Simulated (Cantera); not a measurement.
**Equilibrium for abatement and gas-phase synthesis: H2O + H2 + O2**

Input: 1 mol H2O, a varied amount of H2, 1.3 mol O2, equilibrated at 1527 °C and 330 Pa.

Equilibrium computed with Cantera from the NASA thermochemical tables; the gas is ideal and each condensed phase is pure. Candidate condensed phases: H2O; 9 gas species. Rates play no part.

```csv
n(H2) (mol),x H2O,x O2,x H2,x OH,x H,x O
0.55,0.595,0.395,0.000888,0.00822,0.000186,0.00133
0.75,0.647,0.343,0.00104,0.00827,0.000201,0.00124
1,0.706,0.283,0.00125,0.00824,0.000220,0.00113
1.4,0.791,0.198,0.00167,0.00797,0.000255,0.000942
1.9,0.883,0.106,0.00254,0.00721,0.000314,0.000691
2.6,0.978,0.00542,0.0125,0.00361,0.000696,0.000156
3.6,0.780,1.15e-5,0.216,0.000691,0.00290,7.18e-6
```
x: gas mole fraction; nothing condenses.

From 0.55 mol H2 to 3.6 mol H2 nothing is condensed.
